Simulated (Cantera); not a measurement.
## Diamond growth

A diamond (100) surface in a fixed gas of H2 with x(CH4) = 0.0025, x(H) = 0.00035, at 1048 K, 0.0138 atm; coverages are run to steady state.

Cantera simulation using the Harris–Goodwin 1993 mechanism for the reconstructed diamond (100) surface; the numbers are that mechanism's predictions, not measurements.

```json
[
 {"x(CH3)": "1e-06", "growth (µm/h)": "0.00131", "θ c6HH": "0.573", "θ c6H*": "0.0220", "θ c6*H": "0.395", "θ c6**": "0.00986", "θ c6HM": "0.000161"},
 {"x(CH3)": "2.5e-06", "growth (µm/h)": "0.00328", "θ c6HH": "0.573", "θ c6H*": "0.0219", "θ c6*H": "0.395", "θ c6**": "0.00985", "θ c6HM": "0.000402"},
 {"x(CH3)": "6.5e-06", "growth (µm/h)": "0.00851", "θ c6HH": "0.572", "θ c6H*": "0.0219", "θ c6*H": "0.395", "θ c6**": "0.00982", "θ c6HM": "0.00104"},
 {"x(CH3)": "1.6e-05", "growth (µm/h)": "0.0209", "θ c6HH": "0.571", "θ c6H*": "0.0219", "θ c6*H": "0.394", "θ c6**": "0.00975", "θ c6HM": "0.00256"},
 {"x(CH3)": "4.2e-05", "growth (µm/h)": "0.0541", "θ c6HH": "0.567", "θ c6H*": "0.0217", "θ c6*H": "0.391", "θ c6**": "0.00956", "θ c6HM": "0.00665"},
 {"x(CH3)": "0.00011", "growth (µm/h)": "0.138", "θ c6HH": "0.559", "θ c6H*": "0.0214", "θ c6*H": "0.385", "θ c6**": "0.00908", "θ c6HM": "0.0170"},
 {"x(CH3)": "0.00027", "growth (µm/h)": "0.316", "θ c6HH": "0.541", "θ c6H*": "0.0206", "θ c6*H": "0.372", "θ c6**": "0.00811", "θ c6HM": "0.0393"},
 {"x(CH3)": "0.00069", "growth (µm/h)": "0.700", "θ c6HH": "0.500", "θ c6H*": "0.0190", "θ c6*H": "0.342", "θ c6**": "0.00625", "θ c6HM": "0.0886"},
 {"x(CH3)": "0.0018", "growth (µm/h)": "1.38", "θ c6HH": "0.426", "θ c6H*": "0.0160", "θ c6*H": "0.288", "θ c6**": "0.00367", "θ c6HM": "0.181"}
]
```
θ: site fractions in the mechanism's names (c6HH fully hydrogenated, c6H* and c6*H radical sites, c6** diradical, c6HM methylated).
